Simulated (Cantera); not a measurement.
A perfectly stirred reactor is fed with C₃H₈ : O₂ : N₂ = 1 : 4.55 : 50 (molar parts), equivalence ratio 1.1, at 0.630 bar; it is adiabatic with a 450 K inlet, and is followed from long to short residence time, starting on the burning branch (τ in s: 0.12, 0.04, 0.013, 0.0042, 0.0014, 0.00046, 0.00015, 4.9e-05, 1.6e-05, 5.3e-06).

Computed with Cantera and GRI-Mech 3.0 (53 species, 325 reactions). GRI-Mech 3.0 was tuned for natural gas; its chemistry of propane as a main component is partial and can be far from experiment.

Task: What does this change do: C3H8 1 to 0.67 parts?

Result: 
```
quantity                                                                      before                                    after
------------------------------------------------  ----------------------------------  ---------------------------------------
blow-out, bracketed by the residence times tried  burning at 40.0 ms, out at 13.0 ms                              not reached
x(C₃H₈) at τ = 0.120 s                                                       5.96e-6                                   0.0121
x(O₂) at τ = 0.120 s                                                        0.000806                                   0.0824
x(CH₂CO) at τ = 0.120 s                                                      1.80e-6                                   <1e-12
x(HCN) at τ = 0.120 s                                                        9.98e-6                                   <1e-12
x(C₂H₄) at τ = 0.120 s                                                       3.63e-5                                   <1e-12
x(C₃H₈) at τ = 0.460 ms                                                       0.0180                                   0.0121
x(O₂) at τ = 0.460 ms                                                         0.0819                                   0.0824
x(CH₂CO) at τ = 0.460 ms                                                      <1e-12                                   <1e-12
x(HCN) at τ = 0.460 ms                                                        <1e-12                                   <1e-12
x(C₂H₄) at τ = 0.460 ms                                                       <1e-12                                   <1e-12
state                                                                    not reached  not burning at any residence time tried
```

Task: What does this change do: inlet temperature 450 to 523 K?

Result: 
```json
[
 {"quantity": "blow-out, bracketed by the residence times tried", "before": "burning at 40.0 ms, out at 13.0 ms", "after": "burning at 13.0 ms, out at 4.20 ms"},
 {"quantity": "x(C₃H₈) at τ = 0.120 s", "before": "5.96e-6", "after": "2.28e-6"},
 {"quantity": "x(O₂) at τ = 0.120 s", "before": "0.000806", "after": "0.000430"},
 {"quantity": "x(CH₂CO) at τ = 0.120 s", "before": "1.80e-6", "after": "5.57e-7"},
 {"quantity": "x(HCN) at τ = 0.120 s", "before": "9.98e-6", "after": "6.66e-6"},
 {"quantity": "x(C₂H₄) at τ = 0.120 s", "before": "3.63e-5", "after": "1.26e-5"},
 {"quantity": "x(C₃H₈) at τ = 0.460 ms", "before": "0.0180", "after": "0.0180"},
 {"quantity": "x(O₂) at τ = 0.460 ms", "before": "0.0819", "after": "0.0819"},
 {"quantity": "x(CH₂CO) at τ = 0.460 ms", "before": "<1e-12", "after": "<1e-12"},
 {"quantity": "x(HCN) at τ = 0.460 ms", "before": "<1e-12", "after": "<1e-12"},
 {"quantity": "x(C₂H₄) at τ = 0.460 ms", "before": "<1e-12", "after": "<1e-12"}
]
```

Task: What does this change do: N2 50 to 63 parts?

Result: 
```json
[
 {"quantity": "blow-out, bracketed by the residence times tried", "before": "burning at 40.0 ms, out at 13.0 ms", "after": "not reached"},
 {"quantity": "x(C₃H₈) at τ = 0.120 s", "before": "5.96e-6", "after": "0.0146"},
 {"quantity": "x(O₂) at τ = 0.120 s", "before": "0.000806", "after": "0.0664"},
 {"quantity": "x(CH₂CO) at τ = 0.120 s", "before": "1.80e-6", "after": "<1e-12"},
 {"quantity": "x(HCN) at τ = 0.120 s", "before": "9.98e-6", "after": "<1e-12"},
 {"quantity": "x(C₂H₄) at τ = 0.120 s", "before": "3.63e-5", "after": "<1e-12"},
 {"quantity": "x(C₃H₈) at τ = 0.460 ms", "before": "0.0180", "after": "0.0146"},
 {"quantity": "x(O₂) at τ = 0.460 ms", "before": "0.0819", "after": "0.0664"},
 {"quantity": "x(CH₂CO) at τ = 0.460 ms", "before": "<1e-12", "after": "<1e-12"},
 {"quantity": "x(HCN) at τ = 0.460 ms", "before": "<1e-12", "after": "<1e-12"},
 {"quantity": "x(C₂H₄) at τ = 0.460 ms", "before": "<1e-12", "after": "<1e-12"},
 {"quantity": "state", "before": "not reached", "after": "not burning at any residence time tried"}
]
```
